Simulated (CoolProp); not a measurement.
A single-stage vapour-compression cycle with the fluid: evaporating at 323.15 K (dew point), condensing at 344.15 K (bubble point), superheat 10 K, subcooling 5 K, compressor efficiency 0.65, no pressure losses. The same conditions are run with several fluids, on thermodynamics alone (safety and materials aside).

The numbers come from the reference Helmholtz-energy equation of state of each fluid (cyclohexane: Zhou 2014; R1224YDZ: Akasaka 2023; propyne: Polt 1992; n-perfluorohexane: Gao 2022; R1233zd(E): Akasaka 2022; R21: Platzer 1990) in CoolProp. The equations of Platzer and Polt are older, rougher fits.

| fluid | cooling COP | pressure ratio | discharge temperature (K) | refrigerating effect (kJ/kg) | volumetric capacity (kJ/m³) |
|---|---|---|---|---|---|
| cyclohexane | 9.73 | 2.07 | 358.4 | 359 | … |
| R1224YDZ | 9.42 | 1.78 | … | … | … |
| propyne | 9.03 | 1.63 | … | 403 | 7800 |
| n-perfluorohexane | 9.40 | 2.00 | 344.2 | 77.6 | 785 |
| R1233zd(E) | 9.48 | 1.79 | 357.5 | 166 | 2500 |
| R21 | 9.42 | 1.74 | 370.8 | … | 3270 |

Problem. What belongs in the gaps?

Solution. 
- cyclohexane, volumetric capacity (kJ/m³): 402
- R1224YDZ, discharge temperature (K): 355.0
- R1224YDZ, refrigerating effect (kJ/kg): 141
- R1224YDZ, volumetric capacity (kJ/m³): 2750
- propyne, discharge temperature (K): 366.3
- R21, refrigerating effect (kJ/kg): 204

The compression ends wet for: n-perfluorohexane.
